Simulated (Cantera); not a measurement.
Charge: 1 mol B2O3, 1.9 mol NH3, 0.13 mol H2, at 133 Pa.

Method: chemical equilibrium by Gibbs-energy minimisation in Cantera with the NASA 1993 tables (ideal gas, pure condensed phases). Candidate condensed phases: B, BN, B2O3, B3O3H3, H2O; 39 gas species. Mutual solubility and eutectic melting of coexisting phases are not modelled. Kinetics and transport are ignored. All values below are at 977 °C.

Base state: H2 0.757, N2 0.241, HBO2 0.000958, H2O 0.000452, HBO 0.000135, B2O3 3.31e-5, H 1.15e-5 (mole fractions); condensed: BN(s) + B2O3(l).

Task: What changes in the equilibrium state with this change: pressure from 133 Pa to 2300 Pa?

Result: 
```tsv
species	before	after
H2	0.757	0.757
N2	0.241	0.241
H2O	0.000452	0.00117
HBO2	0.000958	0.000371
HBO	0.000135	2.03e-5
B2O3	3.31e-5	1.92e-6
H	1.15e-5	2.77e-6
BN(s), mol	0.00226	0.00352
B2O3(l), mol	0.997	0.997
```
